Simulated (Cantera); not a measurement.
A perfectly stirred reactor is fed with C₂H₄ : H₂ = 1 : 42 (molar parts), at 0.0849 atm; it is held at 1400 K, and followed from long to short residence time.

Detailed kinetics in Cantera: GRI-Mech 3.0 (53 species, 325 reactions). GRI-Mech 3.0 was tuned for natural gas; its chemistry of ethylene as a main component is partial and can be far from experiment. GRI-Mech 3.0 stops at C3 and has no aromatics, soot or wall deposition, so with more carbon than oxygen in the feed, carbon stays in small species such as C2H2 where larger ones or solid carbon would form.

Predict: x(C₂H₄) at τ = 5.80 s; x(H₂) at τ = 5.80 s; x(CH₃) at τ = 5.80 s; x(C₂H₆) at τ = 5.80 s; x(C₂H₄) at τ = 97.0 ms; x(H₂) at τ = 97.0 ms; x(CH₃) at τ = 97.0 ms; x(C₂H₆) at τ = 97.0 ms.


| Item | Value |
|---|---|
| x(C₂H₄) at τ = 5.80 s | 0.00186 |
| x(H₂) at τ = 5.80 s | 0.976 |
| x(CH₃) at τ = 5.80 s | 1.01e-6 |
| x(C₂H₆) at τ = 5.80 s | 2.08e-6 |
| x(C₂H₄) at τ = 97.0 ms | 0.0144 |
| x(H₂) at τ = 97.0 ms | 0.977 |
| x(CH₃) at τ = 97.0 ms | 1.31e-7 |
| x(C₂H₆) at τ = 97.0 ms | 1.45e-5 |
